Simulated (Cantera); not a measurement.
A closed system holds: 1 mol FeS2, 1.5 mol H2S, 1.4 mol N2, at 1823.15 K and 1 atm.

These are equilibrium values from Cantera (NASA tables, ideal gas, pure condensed phases), not measurements of a reactor. Candidate condensed phases: Fe, FeS, FeS2, S; 16 gas species. FeS: taken at fixed stoichiometry. The numbers say what is thermodynamically allowed, not how fast it happens.

Base state: N2 0.359, H2 0.251, S2 0.251, H2S 0.127, SH 0.0117, S 0.000444, H 0.000216 (mole fractions); condensed: FeS(l).

### Question
What changes in the equilibrium state with this change: temperature from 1823.15 K to 1323.15 K?

### Answer
| species | before | after |
|---|---|---|
| N2 | 0.359 | 0.395 |
| H2S | 0.127 | 0.340 |
| S2 | 0.251 | 0.182 |
| H2 | 0.251 | 0.0825 |
| SH | 0.0117 | 0.000896 |
| H | 0.000216 | 4.54e-7 |
| S | 0.000444 | 1.69e-6 |
| FeS(l), mol | 1.000 | 0 |
| FeS(s), mol | 0 | 1.00 |
